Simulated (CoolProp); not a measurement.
A closed Brayton cycle with dry air: compressor inlet 314.15 K and 1.6 MPa, high pressure 5.43 MPa, turbine inlet 680 K, compressor efficiency 0.85, turbine efficiency 0.93, recuperator effectiveness 0 (on enthalpy, no pinch check). Each further row changes one setting.

The numbers come from the reference Helmholtz-energy equation of state, Lemmon 2000 in CoolProp. It is a pseudo-pure fit of the blend.

```
case                           thermal efficiency (%)  net work (kJ/kg)  compressor to turbine work  compressor exit (K)  turbine exit (K)
-----------------------------  ----------------------  ----------------  --------------------------  -------------------  ----------------
as stated                                        15.3              34.6                        0.82                468.4             499.5
turbine inlet 630 K                              11.8              20.2                        0.89                468.4             461.3
compressor inlet 324.15 K                        14.1              29.5                        0.85                483.0             499.5
high pressure 4.62 MPa                           14.8              36.8                        0.78                445.0             520.4
recuperator effectiveness 0.5                    16.5              34.6                        0.82                468.4             499.5
```
